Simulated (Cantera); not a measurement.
Standard-state values (1 bar) from the NASA 1993 polynomials, evaluated with Cantera. Values are per mole of reaction as written; species without (g) are pure solids or liquids, kept so even where they would boil at 1 bar.

**Question.** Between 500 and 2000 K, where is each reaction favourable under standard conditions?
- 3 NO2(g) ⇌ 2 O3(g) + 3 N(g)
- 3 N2O(g) ⇌ O3(g) + 3 N2(g)
- N(g) + NO2(g) ⇌ 2 NO(g)

**Answer.** 
- 3 NO2(g) ⇌ 2 O3(g) + 3 N(g): ΔG° is 1489 kJ at 500 K and 1117 kJ at 2000 K; it stays positive (K < 1). ΔH° is 1629 kJ and ΔS° 256 J/K at 2000 K.
- 3 N2O(g) ⇌ O3(g) + 3 N2(g): ΔG° is -180 kJ at 500 K and -403 kJ at 2000 K; it stays negative (K > 1). ΔH° is -119 kJ and ΔS° 142 J/K at 2000 K.
- N(g) + NO2(g) ⇌ 2 NO(g): ΔG° is -338 kJ at 500 K and -373 kJ at 2000 K; it stays negative (K > 1). ΔH° is -333 kJ and ΔS° 20 J/K at 2000 K.
